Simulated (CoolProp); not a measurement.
A simple Rankine cycle with R113: condensing at 290.15 K, boiler at 2.7 MPa, turbine inlet 486.7 K, turbine efficiency 0.8, pump efficiency 0.7, no recuperator. Each further row changes one setting.

Values from CoolProp's reference Helmholtz-energy equation of state, Marx 1992.

```
case                             thermal efficiency (%)  net work (kJ/kg)  heat in (kJ/kg)  turbine exit temperature (K)  volume ratio over the turbine
-------------------------------  ----------------------  ----------------  ---------------  ----------------------------  -----------------------------
as stated                                          20.8               ___              267                         373.8                            ___
condensing temperature 282.15 K                    21.8              59.8              274                           ___                            ___
boiler pressure 1.89 MPa                           19.8              55.4              279                         391.1                           60.0
turbine efficiency 0.7                             18.1              48.3              267                         383.7                            ___
```

Problem. Complete the blanks.

Solution. 
- as stated, net work (kJ/kg): 55.5
- as stated, volume ratio over the turbine: 100
- condensing temperature 282.15 K, turbine exit temperature (K): 367.7
- condensing temperature 282.15 K, volume ratio over the turbine: 140
- turbine efficiency 0.7, volume ratio over the turbine: 103
